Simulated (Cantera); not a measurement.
# Stirred combustor or abatement burner

A perfectly stirred reactor is fed with CH4 : C2H6 : O2 : N2 = 1 : 0.055 : 3.85 : 36.2 (molar parts), at 7500 Torr; it is adiabatic with a 600 K inlet, and is followed from long to short residence time, starting on the burning branch (τ in s: 0.2, 0.087, 0.037, 0.016, 0.0068, 0.0029, 0.0012, 0.00053, 0.00023, 9.7e-05).

Cantera simulation using GRI-Mech 3.0 (53 species, 325 reactions); the numbers are that mechanism's predictions, not measurements.

| τ (s) | T (K) | x CH4 | x C2H6 | x O2 | x C2H2 | x H2O2 |
|---|---|---|---|---|---|---|
| 0.20 | 1215 | 0.000346 | 6.78e-6 | 0.0422 | 7.28e-7 | 1.18e-6 |
| 0.087 | 1178 | 0.000889 | 1.81e-5 | 0.0448 | 1.35e-6 | 4.78e-6 |
| 0.037 | 600 | 0.0243 | 0.00134 | 0.0937 | <1e-12 | <1e-12 |
| 0.016 | 600 | 0.0243 | 0.00134 | 0.0937 | <1e-12 | <1e-12 |
| 0.0068 | 600 | 0.0243 | 0.00134 | 0.0937 | <1e-12 | <1e-12 |
| 0.0029 | 600 | 0.0243 | 0.00134 | 0.0937 | <1e-12 | <1e-12 |
| 0.0012 | 600 | 0.0243 | 0.00134 | 0.0937 | <1e-12 | <1e-12 |
| 0.00053 | 600 | 0.0243 | 0.00134 | 0.0937 | <1e-12 | <1e-12 |
| 0.00023 | 600 | 0.0243 | 0.00134 | 0.0937 | <1e-12 | <1e-12 |
| 9.7e-5 | 600 | 0.0243 | 0.00134 | 0.0937 | <1e-12 | <1e-12 |
x: mole fraction; the columns are a selection and need not sum to one.
